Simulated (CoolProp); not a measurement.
Values from CoolProp's reference Helmholtz-energy equation of state, Thol 2015.

For 1,2-dichloroethane, give the phase and the density (kg/m³), cv (kJ/(kg K)), Joule-Thomson coefficient (K/MPa), expansivity (1/kK) at 350 K and 16.3 MPa; 414.3 K and 16.3 MPa.


- 350 K and 16.3 MPa: liquid; density 1190, cv 0.922, Joule-Thomson coefficient -0.368, expansivity 1.19
- 414.3 K and 16.3 MPa: liquid; density 1090, cv 0.961, Joule-Thomson coefficient -0.265, expansivity 1.43
